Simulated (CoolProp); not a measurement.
The fluid at 372.56 K and 0.4 MPa is throttled through a valve to 0.173 MPa with no heat exchange. The same conditions are run with several fluids, on thermodynamics alone (safety and materials aside).

Model: reference Helmholtz-energy equation of state of each fluid (R236FA: Pan 2012; R115: Lemmon 2016; CH2F2 (R32): Tillner-Roth 1997; propylene: Lemmon 2013; CH3F (R41): Lemmon 2006), in CoolProp.

```json
[
 {"fluid": "R236FA", "temperature change (K)": "-2.6", "final density (kg/m³)": "?"},
 {"fluid": "R115", "temperature change (K)": "?", "final density (kg/m³)": "?"},
 {"fluid": "CH2F2 (R32)", "temperature change (K)": "-2.8", "final density (kg/m³)": "?"},
 {"fluid": "propylene", "temperature change (K)": "?", "final density (kg/m³)": "2.39"},
 {"fluid": "CH3F (R41)", "temperature change (K)": "?", "final density (kg/m³)": "?"}
]
```

**Question.** What belongs in the gaps?

**Answer.** 
- R236FA, final density (kg/m³): 8.77
- R115, temperature change (K): -1.7
- R115, final density (kg/m³): 8.80
- CH2F2 (R32), final density (kg/m³): 2.96
- propylene, temperature change (K): -2.1
- CH3F (R41), temperature change (K): -2.2
- CH3F (R41), final density (kg/m³): 1.93
